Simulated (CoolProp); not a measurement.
Computed with CoolProp (reference Helmholtz-energy equation of state, Aleksandrov 2011). It is a short technical equation, of lower accuracy than the large ones.

Problem. For n-undecane, give the phase and the density (kg/m³), Joule-Thomson coefficient (K/MPa), fugacity coefficient at 149.25 °C and 101 kPa; 185.15 °C and 101 kPa; 274.95 °C and 101 kPa.

Solution. 
- 149.25 °C and 101 kPa: liquid; density 640, Joule-Thomson coefficient -0.264, fugacity coefficient 0.268
- 185.15 °C and 101 kPa: liquid; density 609, Joule-Thomson coefficient -0.190, fugacity coefficient 0.727
- 274.95 °C and 101 kPa: gas; density 3.59, Joule-Thomson coefficient 15.0, fugacity coefficient 0.965
